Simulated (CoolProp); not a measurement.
The fluid at 298.15 K and 1.84 MPa flows at 3.1 m/s in a round tube of 4.6 mm bore and 15 µm roughness, fully developed (64/Re and Nu = 3.66 if laminar; Colebrook and Gnielinski if turbulent). The same conditions are run with several fluids, on thermodynamics alone (safety and materials aside).

Computed with CoolProp (reference Helmholtz-energy equation of state of each fluid (o-xylene: Zhou 2012; propylene: Lemmon 2013; p-xylene: Zhou 2012; n-hexane: Thol 2019; toluene: Lemmon 2006)).

```
fluid      Reynolds number  Darcy friction factor  pressure drop (Pa/m)  heat-transfer coefficient (W/(m² K))  mass flow (kg/h)
---------  ---------------  ---------------------  --------------------  ------------------------------------  ----------------
o-xylene             16300                 0.0328                 30000                                  4560               163
propylene            75300                 0.0284                 15100                                  9410              94.3
p-xylene             19900                 0.0319                 28600                                  4960               159
n-hexane             30800                 0.0303                 20800                                  6250               122
toluene              22000                 0.0315                 28400                                  5350               160
```

Transport values come from each fluid's own correlations; those of propylene are estimates that may be off by 10 % or more.
